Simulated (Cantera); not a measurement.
Input: 1 mol CH3F, 0.15 mol F2, held at 0.255 Torr.

Cantera equilibrium calculation (NASA polynomials, part measured and part estimated; ideal gas, pure solids and liquids). Candidate condensed phases: C, C6H6, C7H8, C8H18; 95 gas species. Equilibrium is a limit: real reactors are often held back by kinetics, nucleation or transport. All values below are at 723 K.

Base state: HF 0.605, H2 0.395, CH4 0.000283 (mole fractions); condensed: C(graphite).

What changes in the equilibrium state with this change: F2 from 0.15 to 1.6 mol?


```csv
species,before,after
HF,0.605,0.909
CF4,<1e-9,0.0909
H2,0.395,<1e-9
CH4,0.000283,<1e-9
"C(graphite), mol",0.999,0.700
```
Condensed phases not in the tables: fluorocarbon polymer. Gases not in the tables: C2F6 and larger saturated fluorocarbons.
